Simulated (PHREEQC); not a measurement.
Dissolve 2.5 mmol/kgw K2CO3 at 25 °C. Closed to the air; pH follows from the charge balance.

Equilibrium calculation in PHREEQC: ion-association model, wateq4f.dat.

| quantity | before | after |
|---|---|---|
| pH | 10.73 | 9.12 |
| ionic strength (mol/kgw) | 0.00691 | 0.00708 |

Question: Which change was made?
(A) K2CO3 replaced by KF at the same molality
(B) K2CO3 from 0.0025 to 0.00375 mol/kgw
(C) K2CO3 from 0.0025 to 0.00125 mol/kgw
(D) 0.0014 mol/kgw ZnSO4 added
(E) 0.0012 mol/kgw LiOH added

Answer: D, 0.0014 mol/kgw ZnSO4 added

Precipitation was switched off in this run. Some of these states are supersaturated (in Zn(OH)2-e, Zn(OH)2-a, for instance). The database's zinc carbonate complexes are estimates, stronger than later reviews accept.
